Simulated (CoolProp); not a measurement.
Vapour-liquid equilibrium of dimethyl carbonate (1) + n-heptane (2) at 467.6 K; x and y are mole fractions of (1).

Computed with CoolProp (multi-fluid Helmholtz-energy mixture model, Zhou 2011 and Span 2003; pair parameters Bell 2016).

**Question.** Give the bubble pressure and the first vapour's composition at x = 0.15, 0.65, 0.85. Is there an azeotrope?

**Answer.** x = 0.15: 11.03 bar, y = 0.262; x = 0.65: 13.76 bar, y = 0.659; x = 0.85: 13.41 bar, y = 0.807. y crosses x between x = 0.65 and 0.75: the model has an azeotrope there.

The pair parameters rest on a limited set of measurements; away from them the model extrapolates.
